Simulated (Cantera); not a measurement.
An isothermal, constant-pressure homogeneous reactor starts with CH4 : N2 = 1 : 34 (molar parts), at 1575 K and 0.00474 atm.

Detailed kinetics in Cantera: GRI-Mech 3.0 (53 species, 325 reactions). GRI-Mech 3.0 stops at C3 and has no aromatics, soot or wall deposition, so with more carbon than oxygen in the feed, carbon stays in small species such as C2H2 where larger ones or solid carbon would form. Radical loss at walls, strong at low pressure, is not modelled.

### Question
Predict: x(CH4) at 30.0 s; x(C2H2) at 30.0 s; x(C2H) at 30.0 s; x(H) at 30.0 s; x(HCN) at 30.0 s; x(CH3) at 30.0 s.

### Answer
- x(CH4) at 30.0 s = 0.00119 (gas-phase equilibrium 7.38e-7)
- x(C2H2) at 30.0 s = 0.0133 (gas-phase equilibrium 0.00214)
- x(C2H) at 30.0 s = 6.66e-8 (gas-phase equilibrium 1.85e-8)
- x(H) at 30.0 s = 6.83e-5 (gas-phase equilibrium 0.000123)
- x(HCN) at 30.0 s = 2.94e-6 (gas-phase equilibrium 0.0235)
- x(CH3) at 30.0 s = 4.13e-5 (gas-phase equilibrium 4.44e-8)
